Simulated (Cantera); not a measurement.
An adiabatic, constant-volume homogeneous reactor starts with 15.9 % H2, 17.6 % O2, 66.5 % N2, equivalence ratio 0.45, at 1000 K and 705 Torr.

Model: GRI-Mech 3.0 (53 species, 325 reactions), integrated in Cantera.

**Question.** Predict: time of steepest temperature rise; temperature at 1.00 s; equilibrium temperature; x(H2) at 1.00 s; x(O2) at 1.00 s; x(H2O) at 1.00 s; x(H) at 1.00 s; x(NO) at 1.00 s; x(O) at 1.00 s; x(NO2) at 1.00 s.

**Answer.** time of steepest temperature rise: 0.296 ms
temperature at 1.00 s: 2340 K
equilibrium temperature: 2340 K
x(H2) at 1.00 s: 0.000981 (gas-phase equilibrium 0.000981)
x(O2) at 1.00 s: 0.0974 (gas-phase equilibrium 0.0974)
x(H2O) at 1.00 s: 0.167 (gas-phase equilibrium 0.167)
x(H) at 1.00 s: 0.000262 (gas-phase equilibrium 0.000262)
x(NO) at 1.00 s: 0.0111 (gas-phase equilibrium 0.0111)
x(O) at 1.00 s: 0.00137 (gas-phase equilibrium 0.00137)
x(NO2) at 1.00 s: 1.14e-5 (gas-phase equilibrium 1.14e-5)
